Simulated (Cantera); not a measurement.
What does this Cantera script print?

```python
import numpy as np
import cantera as ct

surf = ct.Interface("diamond.yaml", "diamond_100")
gas, bulk = surf.adjacent["gas"], surf.adjacent["diamond"]
k = surf.kinetics_species_index(bulk.species_names[0])
cover = ["c6HH", "c6H*", "c6*H", "c6**", "c6HM", "c6B"]

rows, drift = [], 0.0
print(f"{'xCH3':>10s}{'um/h':>11s}" + "".join(f"{s:>11s}" for s in cover))
for v in [1e-06, 2.4e-06, 5.7e-06, 1.4e-05, 3.2e-05, 7.7e-05, 0.00018, 0.00044, 0.0011]:
    T, P, xH, xCH3 = 1173, 2500, 0.037, v
    gas.TPX = T, P, {"H": xH, "CH3": xCH3, "CH4": 0.013, "H2": 1 - xH - xCH3 - 0.013}
    surf.TP = bulk.TP = T, P
    surf.coverages = "c6H*:0.1, c6HH:0.9"
    surf.advance_coverages(100.0)
    before = surf.coverages
    surf.advance_coverages(100.0)
    drift = max(drift, np.max(np.abs(surf.coverages - before) / (surf.coverages + 1e-9)))
    rate = surf.net_production_rates[k] * bulk.mean_molecular_weight / bulk.density * 3.6e9
    rows.append([rate, *surf[cover].coverages])
    print(f"{v:10.4g}{rate:11.4e}" + "".join(f"{x:11.3e}" for x in rows[-1][1:]))
```

Output:

```
      xCH3       um/h       c6HH       c6H*       c6*H       c6**       c6HM        c6B
     1e-06 1.8187e-02  4.561e-01  3.579e-02  4.807e-01  2.738e-02  5.396e-06  4.935e-11
   2.4e-06 4.3649e-02  4.561e-01  3.579e-02  4.807e-01  2.738e-02  1.295e-05  1.184e-10
   5.7e-06 1.0366e-01  4.561e-01  3.579e-02  4.807e-01  2.738e-02  3.075e-05  2.813e-10
   1.4e-05 2.5458e-01  4.561e-01  3.578e-02  4.806e-01  2.737e-02  7.553e-05  6.908e-10
   3.2e-05 5.8178e-01  4.560e-01  3.578e-02  4.806e-01  2.736e-02  1.726e-04  1.579e-09
   7.7e-05 1.3991e+00  4.558e-01  3.576e-02  4.804e-01  2.734e-02  4.151e-04  3.797e-09
   0.00018 3.2666e+00  4.555e-01  3.573e-02  4.799e-01  2.730e-02  9.692e-04  8.864e-09
   0.00044 7.9597e+00  4.545e-01  3.564e-02  4.788e-01  2.719e-02  2.362e-03  2.160e-08
    0.0011 1.9741e+01  4.520e-01  3.543e-02  4.759e-01  2.691e-02  5.859e-03  5.357e-08
```

Detailed kinetics in Cantera: the Harris–Goodwin 1993 mechanism for the reconstructed diamond (100) surface.
